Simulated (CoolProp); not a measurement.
Values from CoolProp's reference Helmholtz-energy equation of state, Lemmon 2005.

Q: Give the vapour pressure (bar), enthalpy of vaporisation (kJ/kg), liquid cp (kJ/(kg K)), surface tension (mN/m) of saturated R125 at 243.3, 249.7, 294.5 K.

A: 
```
T (K)  p (bar)  enthalpy of vaporisation (kJ/kg)  liquid cp (kJ/(kg K))  surface tension (mN/m)
-----  -------  --------------------------------  ---------------------  ----------------------
243.3     2.29                               154                   1.16                    11.0
249.7     2.96                               150                   1.17                    10.1
294.5     12.5                               114                   1.38                    4.28
```

Surface tension comes from a separate correlation (Mulero 2012).
